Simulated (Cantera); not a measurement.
An adiabatic, constant-volume homogeneous reactor starts with CO : H₂ : CH₄ : O₂ : N₂ = 1 : 0.069 : 0.075 : 1.63 : 12.9 (molar parts), equivalence ratio 0.42, at 1350 K and 1.00 atm.

Detailed kinetics in Cantera: GRI-Mech 3.0 (53 species, 325 reactions).

Task: Predict: time of steepest temperature rise; temperature at 1.00 s; equilibrium temperature; x(CO) at 1.00 s; x(H₂) at 1.00 s; x(NO) at 1.00 s; x(O) at 1.00 s; x(N₂O) at 1.00 s; x(OH) at 1.00 s.

Result: 
```json
{
 "time_of_steepest_temperature_rise": "0.205 ms",
 "temperature at 1.00 s": "2120 K",
 "equilibrium_temperature": "2118 K",
 "x(CO) at 1.00 s": "0.000789 (gas-phase equilibrium 0.000781)",
 "x(H₂) at 1.00 s": "3.14e-5 (gas-phase equilibrium 3.12e-5)",
 "x(NO) at 1.00 s": "0.00512 (gas-phase equilibrium 0.00577)",
 "x(O) at 1.00 s": "0.000316 (gas-phase equilibrium 0.000312)",
 "x(N₂O) at 1.00 s": "4.14e-7 (gas-phase equilibrium 4.14e-7)",
 "x(OH) at 1.00 s": "0.000875 (gas-phase equilibrium 0.000867)"
}
```
